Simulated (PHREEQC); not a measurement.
A solution holds 0.88 mmol/kgw BaCl2, 0.14 mmol/kgw Na2CO3 and 0.43 mmol/kgw NaCl, at 70 °C. Closed to the air; pH follows from the charge balance.

All values are PHREEQC results (Pitzer model, pitzer.dat), not measurements.

Q: The ionic strength comes out as 0.00336 mol/kgw. What activity coefficients do Ba+2, Na+, OH-, Cl-, HCO3- get?

A: Ba+2 0.76, Na+ 0.93, OH- 0.93, Cl- 0.93, HCO3- 0.94. Single-ion values are on the MacInnes scale.

No solid was allowed to form. Complexes and solids missing from the database can't appear. Constants without temperature data keep their 25 °C values here.
